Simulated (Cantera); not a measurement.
Charge: 1 mol SiO2, 2.1 mol N2, at 1.00 bar.

These are equilibrium values from Cantera (NASA tables, ideal gas, pure condensed phases), not measurements of a reactor. Candidate condensed phases: Si, SiO2, Si2N2O, Si3N4; 16 gas species. The tables hold silica as quartz up to 1696 K and as liquid above; real silica turns to tridymite and cristobalite and melts near 1996 K. Equilibrium is a limit: real reactors are often held back by kinetics, nucleation or transport. All values below are at 1727 °C.

Base state: N2 1.000, SiO 2.11e-5, NO 1.85e-5 (mole fractions); condensed: SiO2(l).

### Question
What changes in the equilibrium state with this change: 0.094 mol H2 added?

### Answer
```
species        before     after
------------  -------  --------
N2              1.000     0.955
H2                  0    0.0409
SiO           2.11e-5   0.00172
H2O                 0   0.00172
H                   0  0.000329
NO            1.85e-5   2.23e-7
SiO2(l), mol    1.000     0.996
```
Further candidate phases: H2O.
